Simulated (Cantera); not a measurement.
Feed: 1 mol CH3F, 0.018 mol CH4, 14 mol H2, held at 2.90 Pa.

Cantera equilibrium calculation (NASA polynomials, part measured and part estimated; ideal gas, pure solids and liquids). Candidate condensed phases: C, C6H6, C7H8, C8H18; 95 gas species. The numbers say what is thermodynamically allowed, not how fast it happens.

x: gas mole fraction; nothing condenses.

```
T (K)    x H     x H2    x HF      x C      x F     x C3
-----  -----  -------  ------  -------  -------  -------
2475   0.905   0.0470  0.0320  0.00370  0.00121  0.00881
2500   0.914   0.0383  0.0313  0.00454  0.00156  0.00848
2525   0.921   0.0313  0.0306  0.00552  0.00201  0.00809
2550   0.926   0.0256  0.0298  0.00667  0.00256  0.00763
2575   0.930   0.0209  0.0289  0.00798  0.00325  0.00711
2600   0.933        ?  0.0279        ?        ?        ?
2625   0.935        ?  0.0267        ?        ?        ?
2650   0.937   0.0116  0.0254   0.0130  0.00621  0.00523
2675   0.938  0.00956  0.0239   0.0149  0.00752  0.00453
2700   0.938  0.00791  0.0223   0.0170  0.00897  0.00382
2725   0.938  0.00656  0.0206   0.0191   0.0106  0.00312
2750   0.938  0.00546  0.0188   0.0211   0.0122  0.00247
```

Question: What belongs in the gaps?

Answer: 
- 2625, x H2: 0.0141
- 2625, x C: 0.0112
- 2625, x F: 0.00506
- 2625, x C3: 0.00590
- 2600, x H2: 0.0171
- 2600, x C: 0.00948
- 2600, x F: 0.00408
- 2600, x C3: 0.00653
